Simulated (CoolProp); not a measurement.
A single-stage vapour-compression cycle with ammonia: evaporating at 240.15 K (dew point), condensing at 288.15 K (bubble point), superheat 2 K, subcooling 8 K, compressor efficiency 0.7, no pressure losses. Each further row changes one setting.

The numbers come from the reference Helmholtz-energy equation of state, Gao 2020 in CoolProp.

| case | cooling COP | pressure ratio | discharge temperature (K) | refrigerating effect (kJ/kg) | volumetric capacity (kJ/m³) |
|---|---|---|---|---|---|
| as stated | 2.93 | 7.07 | 430.7 | 1190 | 1070 |
| evaporating temperature 245.15 K | 3.42 | ? | ? | 1200 | 1350 |
| condensing temperature 283.15 K | 3.33 | 5.97 | 411.9 | 1210 | 1090 |
| subcooling 13 K | 2.98 | 7.07 | 430.7 | 1210 | 1090 |
| superheat 12 K | 2.85 | 7.07 | ? | 1210 | 1040 |
| compressor efficiency 0.6 | 2.51 | 7.07 | 458.6 | 1190 | 1070 |

**Question.** Complete the blanks.

**Answer.** 
- evaporating temperature 245.15 K, pressure ratio: 5.54
- evaporating temperature 245.15 K, discharge temperature (K): 410.5
- superheat 12 K, discharge temperature (K): 447.5
